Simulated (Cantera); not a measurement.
Feed: 1 mol TiC, 0.087 mol H2, at 1673.15 K and 1.33 mbar.

Method: chemical equilibrium by Gibbs-energy minimisation in Cantera with the NASA 1993 tables (ideal gas, pure condensed phases). Candidate condensed phases: C, C6H6, C7H8, C8H18, Ti, TiC; 77 gas species. TiC: taken at fixed stoichiometry. The numbers say what is thermodynamically allowed, not how fast it happens.

Base state: H2 0.997, H 0.00312 (mole fractions); condensed: TiC(s).

Problem. What changes in the equilibrium state with this change: temperature from 1673.15 K to 1600 K?

Solution. 
| species | before | after |
|---|---|---|
| H2 | 0.997 | 0.999 |
| H | 0.00312 | 0.00149 |
| TiC(s), mol | 1.00 | 1.00 |
